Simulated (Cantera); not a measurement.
## Thermodynamics of boron, boron nitride and boron oxide, feed B + H₂O + N₂

Input: 1 mol B, 0.07 mol H₂O, 94 mol N₂, held at 1327 °C and 75.0 Torr.

These are equilibrium values from Cantera (NASA tables, ideal gas, pure condensed phases), not measurements of a reactor. Candidate condensed phases: B, BN, B₂O₃, B₃O₃H₃, H₂O; 39 gas species. Rates play no part.

| Quantity | Value |
|---|---|
| x(N₂) | 0.999 |
| x(H₂) | 0.000692 |
| x(B₂O₃) | 0.000181 |
| x(HBO₂) | 6.73e-5 |
| x(HBO) | 3.81e-5 |
| x(B₂O₂) | 1.21e-5 |
| x(BO) | 5.65e-6 |
| x(H) | 4.52e-6 |
| x(H₂O) | 1.19e-6 |
| n(BN(s)) | 0.953 mol |
| gas amount | 93.62 mol |
| log10 activity of B(s) (absent) | -3.09 |
| log10 activity of B₃O₃H₃(s) (absent) | -16.37 |
